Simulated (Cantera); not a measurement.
What does this Cantera script print?

```python
import numpy as np
import cantera as ct

gas_names = [...]  # 110 gases of nasa_gas.yaml made of C, H, O
cond_names = """
    C(gr) C6H6(L) C7H8(L) C8H18(L),n-octa H2O(s) H2O(L)
""".split()


# ... load() reads the species with a 1 bar reference pressure and builds the phases ...
atoms = {
    'C2H2': {'C': 2, 'H': 2},
    'H2': {'H': 2},
    'H2O': {'H': 2, 'O': 1},
}
top_T = {'C(gr)': 4500}  # K; cautious upper limits of use, not melting points


# ... equilibrate(T, P, feed) seeds the gas with the atoms and calls Mixture.equilibrate('TP', solver="vcs", rtol=1e-11, max_steps=5000) ...
results = []
feed = {'C2H2': 1, 'H2': 18, 'H2O': 0.14}  # mol
T = 923  # K
P = 101325  # Pa
mix = equilibrate(T, P, feed)
results.append((T, P, feed, dict(zip(mix.species_names, mix.species_moles))))
print(gas.report(threshold=1e-06))
for i in range(1, mix.n_phases):
    print(f"{mix.phase(i).name:16s} {mix.phase_moles(i):12.5e} mol")
```

It prints:

```
       temperature   923 K
          pressure   1.0132e+05 Pa
           density   0.049699 kg/m^3
  mean mol. weight   3.7641 kg/kmol
   phase of matter   gas

                          1 kg             1 kmol
                     ---------------   ---------------
          enthalpy        2.6483e+06        9.9686e+06  J
   internal energy        6.0952e+05        2.2943e+06  J
           entropy             46905        1.7656e+05  J/K
    Gibbs function       -4.0645e+07       -1.5299e+08  J
 heat capacity c_p            9201.3             34635  J/K
 heat capacity c_v            6992.4             26320  J/K

                      mass frac. Y      mole frac. X     chem. pot. / RT
                     ---------------   ---------------   ---------------
               CH4           0.48391           0.11354           -36.737
                CO          0.018736         0.0025179            -45.77
               CO2         0.0003795        3.2459e-05           -89.656
              C2H6        9.9527e-06        1.2459e-06           -56.047
                H2           0.47044           0.87837           -17.426
               H2O          0.026531         0.0055436           -61.313
     [ +104 minor]        9.2778e-07        1.2473e-07

C(gr)             0.00000e+00 mol
```

Method: chemical equilibrium by Gibbs-energy minimisation in Cantera with the NASA 1993 tables (ideal gas, pure condensed phases).
